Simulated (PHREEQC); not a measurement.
0.41 g of hydrous ferric oxide (600 m²/g; 0.2 weak and 0.005 strong sites per Fe, Dzombak-Morel constants, diffuse double layer) in 1 kg of water with 0.1 mol/kgw of an inert sodium salt and 0.063 mmol/kgw NiCl2, 0.0031 mmol/kgw PbCl2 and 0.014 mmol/kgw BaCl2, at 25 °C; the pH is set by adding NaOH or the inert anion's acid. Oxygen alone is held at its pressure in air (log pO2 = -0.68). The system is closed to CO2. Nothing may precipitate in this run.

Base run: PHREEQC, ion-association model, wateq4f.dat. Each further column changes one thing. The table gives Ni sorbed (%).

| pH | base | no electrostatic term (-no_edl) | background salt from 0.1 to 0.01 mol/kgw | oxide from 0.41 to 2 g/kgw |
|---|---|---|---|---|
| 3 | 0.0 | 0.0 | 0.0 | 0.0 |
| 3.75 | 0.0 | 0.0 | 0.0 | 0.0 |
| 4.88 | 0.3 | 0.5 | 0.3 | 1.8 |
| 5.62 | 5.4 | 10.2 | 5.5 | 24.4 |
| 6.38 | 29.3 | 43.6 | 30.3 | 81.9 |
| 7.12 | 71.6 | 89.3 | 75.7 | 98.7 |
| 8.25 | 99.5 | 99.5 | 99.7 | 100.0 |
| 9 | 100.0 | 99.8 | 100.0 | 100.0 |

The oxide is taken as insoluble; below pH 4 it would dissolve.
